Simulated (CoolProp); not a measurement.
Isopentane along the isotherm 226.25 °C: density (kg/m³) from the reference equation and from simpler models built on Tc = 187.2 °C, pc = 3.378 MPa, ω = 0.227; each cubic takes its own stable root.

The numbers come from the reference Helmholtz-energy equation of state, Lemmon 2006 in CoolProp. It is a short technical equation, of lower accuracy than the large ones.

```
p (MPa)          phase  reference
-------  -------------  ---------
0.0534             gas     0.9317
0.11               gas      1.928
0.225              gas      3.980
0.463              gas      8.351
0.95               gas      17.89
1.95               gas      40.69
4.01     supercritical      116.0
8.23     supercritical      353.5
16.9     supercritical      436.8
```

Q: How far does each simpler model (ideal gas, van der Waals, Peng-Robinson) lie from the reference over these 9 states: mean and median of the absolute difference, and the worst?

A: 
- ideal gas: mean 18.2 %, median 7.7 %, worst -59.5 % at 226.25 °C and 8.23 MPa
- van der Waals: mean 5.7 %, median 0.5 %, worst -23.3 % at 226.25 °C and 16.9 MPa
- Peng-Robinson: mean 1.6 %, median 0.9 %, worst -5.4 % at 226.25 °C and 8.23 MPa
